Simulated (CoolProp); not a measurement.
Vapour-liquid equilibrium of n-hexane (1) + benzene (2) at 0.0584 MPa; x and y are mole fractions of (1).

Values from CoolProp's multi-fluid Helmholtz-energy mixture model, Thol 2019 and Thol 2012; pair parameters Bell 2016.

| x | bubble temperature (°C) | y at the bubble point | dew temperature at overall composition x (°C) | liquid density (mol/L) |
|---|---|---|---|---|
| 0.05 | 61.2 | 0.110 | 62.3 | 10.44 |
| 0.125 | 59.0 | 0.235 | 60.9 | 10.12 |
| 0.2 | 57.3 | 0.329 | 59.6 | 9.817 |
| 0.275 | 56.0 | 0.406 | 58.3 | 9.524 |
| 0.35 | 55.1 | 0.471 | 57.0 | 9.245 |
| 0.425 | 54.3 | 0.530 | 55.7 | 8.978 |
| 0.5 | 53.7 | 0.586 | 54.7 | 8.724 |
| 0.575 | 53.1 | 0.640 | 53.8 | 8.482 |
| 0.65 | 52.7 | 0.695 | 53.1 | 8.251 |
| 0.725 | 52.4 | 0.753 | 52.6 | 8.031 |
| 0.8 | 52.2 | 0.813 | 52.3 | 7.821 |
| 0.875 | 52.1 | 0.878 | 52.1 | 7.621 |
| 0.95 | 52.1 | 0.949 | 52.1 | 7.428 |

y crosses x between x = 0.875 and 0.95: the model has an azeotrope there.

Pair parameters are fitted to limited data, so mixtures are less certain than the pure fluids.
